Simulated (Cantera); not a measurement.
A closed system holds: 1 mol SiCl4, 1.1 mol HCl, 760 mol H2, held at 503 Torr.

Method: chemical equilibrium by Gibbs-energy minimisation in Cantera with the NASA 1993 tables (ideal gas, pure condensed phases). Candidate condensed phases: Si; 19 gas species. The numbers say what is thermodynamically allowed, not how fast it happens.

Task: At 1473 K, list the 4 most abundant gas species with their mole fractions, and the condensed phases.

Result: H2 0.993, HCl 0.00640, SiCl2 0.000130, H 1.54e-5. Condensed: Si(s).
